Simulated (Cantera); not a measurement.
Mixture: CH4 : CO : O2 : N2 : H2O = 1 : 0.053 : 2.2 : 13.4 : 0.63 (molar parts), at 500000 Pa, adiabatic and at constant pressure. Ignition delay is the time to a rise of 400 K.

Model: GRI-Mech 3.0 (53 species, 325 reactions), integrated in Cantera.

### Question
Predict: delay at 1250 K; delay at 1450 K; delay at 1650 K; delay at 1850 K; delay at 2050 K; apparent activation energy between 1850 and 2050 K.

### Answer
```json
{
 "delay at 1250 K": "8.83 ms",
 "delay at 1450 K": "0.932 ms",
 "delay at 1650 K": "0.131 ms",
 "delay at 1850 K": "28.1 µs",
 "delay at 2050 K": "9.05 µs",
 "apparent activation energy between 1850 and 2050 K": "180 kJ/mol"
}
```
